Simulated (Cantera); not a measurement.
Input (Python, Cantera) and output of one run.

```python
import numpy as np
import cantera as ct

gas_names = [...]  # 110 gases of nasa_gas.yaml made of C, H, O
cond_names = """
    C(gr) C6H6(L) C7H8(L) C8H18(L),n-octa H2O(s) H2O(L)
""".split()


# ... load() reads the species with a 1 bar reference pressure and builds the phases ...
atoms = {
    'CH3OH': {'C': 1, 'H': 4, 'O': 1},
    'O2': {'O': 2},
    'H2': {'H': 2},
}
top_T = {'C(gr)': 4500}  # K; cautious upper limits of use, not melting points


# ... equilibrate(T, P, feed) seeds the gas with the atoms and calls Mixture.equilibrate('TP', solver="vcs", rtol=1e-11, max_steps=5000) ...
results = []
T = 2373  # K
P = 140  # Pa
for m in [1.7, 2.3, 3.2, 4.4, 6, 8.2, 11, 15, 21, 29, 40, 54, 74]:
    feed = {'CH3OH': 1, 'O2': 0.018, 'H2': m}  # mol
    mix = equilibrate(T, P, feed)
    results.append((T, P, feed, dict(zip(mix.species_names, mix.species_moles))))
    x = sorted(zip(gas.X, gas.species_names), reverse=True)
    print(f"T = {T:g} K  P = {P:g} Pa  n(H2) = {m:g} mol  gas = {mix.phase_moles(0):.4g} mol")
    print("   x: " + "  ".join(f"{s} {v:.3e}" for v, s in x if v > 1e-05))
    print("   condensed (mol): " + ("  ".join(f"{mix.phase(i).name} {mix.phase_moles(i):.4g}"
          for i in range(1, mix.n_phases) if mix.phase_moles(i) > 1e-12) or "none"))
```

Output:

```
T = 2373 K  P = 140 Pa  n(H2) = 1.7 mol  gas = 5.447 mol
   x: H2 5.367e-01  H 2.734e-01  CO 1.833e-01  H2O 5.599e-03  OH 5.067e-04  CO2 3.280e-04  O 1.737e-04
   condensed (mol): none
T = 2373 K  P = 140 Pa  n(H2) = 2.3 mol  gas = 6.158 mol
   x: H2 5.541e-01  H 2.779e-01  CO 1.621e-01  H2O 4.999e-03  OH 4.452e-04  CO2 2.509e-04  O 1.502e-04
   condensed (mol): none
T = 2373 K  P = 140 Pa  n(H2) = 3.2 mol  gas = 7.224 mol
   x: H2 5.740e-01  H 2.828e-01  CO 1.383e-01  H2O 4.304e-03  OH 3.766e-04  CO2 1.778e-04  O 1.249e-04
   condensed (mol): none
T = 2373 K  P = 140 Pa  n(H2) = 4.4 mol  gas = 8.644 mol
   x: H2 5.929e-01  H 2.874e-01  CO 1.156e-01  H2O 3.628e-03  OH 3.124e-04  CO2 1.213e-04  O 1.019e-04
   condensed (mol): none
T = 2373 K  P = 140 Pa  n(H2) = 6 mol  gas = 10.54 mol
   x: H2 6.102e-01  H 2.916e-01  CO 9.481e-02  H2O 2.999e-03  OH 2.545e-04  O 8.185e-05  CO2 7.994e-05
   condensed (mol): none
T = 2373 K  P = 140 Pa  n(H2) = 8.2 mol  gas = 13.14 mol
   x: H2 6.259e-01  H 2.953e-01  CO 7.604e-02  H2O 2.421e-03  OH 2.029e-04  O 6.442e-05  CO2 5.046e-05
   condensed (mol): none
T = 2373 K  P = 140 Pa  n(H2) = 11 mol  gas = 16.46 mol
   x: H2 6.388e-01  H 2.983e-01  CO 6.073e-02  H2O 1.944e-03  OH 1.612e-04  O 5.068e-05  CO2 3.170e-05
   condensed (mol): none
T = 2373 K  P = 140 Pa  n(H2) = 15 mol  gas = 21.19 mol
   x: H2 6.502e-01  H 3.010e-01  CO 4.717e-02  H2O 1.516e-03  OH 1.247e-04  O 3.884e-05  CO2 1.887e-05
   condensed (mol): none
T = 2373 K  P = 140 Pa  n(H2) = 21 mol  gas = 28.29 mol
   x: H2 6.601e-01  H 3.033e-01  CO 3.533e-02  H2O 1.140e-03  OH 9.303e-05  O 2.876e-05  CO2 1.047e-05
   condensed (mol): none
T = 2373 K  P = 140 Pa  n(H2) = 29 mol  gas = 37.76 mol
   x: H2 6.676e-01  H 3.050e-01  CO 2.648e-02  H2O 8.567e-04  OH 6.950e-05  O 2.137e-05
   condensed (mol): none
T = 2373 K  P = 140 Pa  n(H2) = 40 mol  gas = 50.78 mol
   x: H2 6.733e-01  H 3.063e-01  CO 1.969e-02  H2O 6.384e-04  OH 5.157e-05  O 1.579e-05
   condensed (mol): none
T = 2373 K  P = 140 Pa  n(H2) = 54 mol  gas = 67.35 mol
   x: H2 6.774e-01  H 3.072e-01  CO 1.485e-02  H2O 4.820e-04  OH 3.883e-05  O 1.185e-05
   condensed (mol): none
T = 2373 K  P = 140 Pa  n(H2) = 74 mol  gas = 91.02 mol
   x: H2 6.807e-01  H 3.079e-01  CO 1.099e-02  H2O 3.571e-04  OH 2.869e-05
   condensed (mol): none
```

Method: chemical equilibrium by Gibbs-energy minimisation in Cantera with the NASA 1993 tables (ideal gas, pure condensed phases).
